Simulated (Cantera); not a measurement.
An isothermal, constant-pressure homogeneous reactor starts with 5.56 % CH4, 94.4 % N2, at 1975 K and 12.8 Torr.

Computed with Cantera and GRI-Mech 3.0 (53 species, 325 reactions). GRI-Mech 3.0 stops at C3 and has no aromatics, soot or wall deposition, so with more carbon than oxygen in the feed, carbon stays in small species such as C2H2 where larger ones or solid carbon would form. Radical loss at walls, strong at low pressure, is not modelled.

One state of this run: x CH4 = 0.000134; x C2H6 = 8.82e-10; x H2 = 0.0779; x C2H2 = 0.0261; x HCN = 0.000117; x C2H4 = 5.71e-7. x: mole fraction; the columns are a selection and need not sum to one.

Question: Which value of t (s) does it belong to?
(A) 0.311
(B) 1.25
(C) 10.0
(D) 4.99

Answer: A, 0.311
